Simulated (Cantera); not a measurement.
Feed: 1 mol c-C4F8, 1.6 mol CH4, 14 mol H2, 0.061 mol F2, at 2475 K and 0.0105 Torr.

These are equilibrium values from Cantera (NASA tables, ideal gas, pure condensed phases), not measurements of a reactor. Candidate condensed phases: C, C6H6, C7H8, C8H18; 95 gas species. The feed counts by its element totals alone. Kinetics and transport are ignored.

Base state: H 0.724, HF 0.206, C3 0.0240, F 0.0201, H2 0.0145, C 0.00840, C2 0.00220, CF 0.000608 (mole fractions); condensed: C(graphite).

**Question.** What changes in the equilibrium state with this change: temperature from 2475 K to 1275 K?

**Answer.** 
| species | before | after |
|---|---|---|
| H2 | 0.0145 | 0.618 |
| HF | 0.206 | 0.382 |
| H | 0.724 | 0.000155 |
| C3 | 0.0240 | <1e-9 |
| F | 0.0201 | <1e-9 |
| C | 0.00840 | <1e-9 |
| C2 | 0.00220 | <1e-9 |
| CF | 0.000608 | <1e-9 |
| C2H | 0.000479 | <1e-9 |
| C5 | 6.39e-5 | <1e-9 |
| C(graphite), mol | 2.48 | 5.60 |
